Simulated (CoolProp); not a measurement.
Vapour-liquid equilibrium of n-octane (1) + o-xylene (2) at 0.346 bar; x and y are mole fractions of (1).

Values from CoolProp's multi-fluid Helmholtz-energy mixture model, Beckmüller 2019 and Zhou 2012; pair parameters Bell 2016.

Give the bubble temperature and the first vapour's composition at x = 0.05, 0.25, 0.95. Is there an azeotrope?

x = 0.05: 106.6 °C, y = 0.090; x = 0.25: 102.0 °C, y = 0.378; x = 0.95: 91.5 °C, y = 0.969. No azeotrope shows between x = 0.05 and 0.95.

The pair parameters rest on a limited set of measurements; away from them the model extrapolates.
